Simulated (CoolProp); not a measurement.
The numbers come from the reference Helmholtz-energy equation of state, Akasaka 2023 in CoolProp.

For R1224YDZ, give the phase and the cp (kJ/(kg K)) at 364.4 K and 16 kPa; 324.4 K and 1910 kPa; 406.9 K and 257 kPa.


- 364.4 K and 16 kPa: gas; cp 0.870
- 324.4 K and 1910 kPa: liquid; cp 1.20
- 406.9 K and 257 kPa: gas; cp 0.949
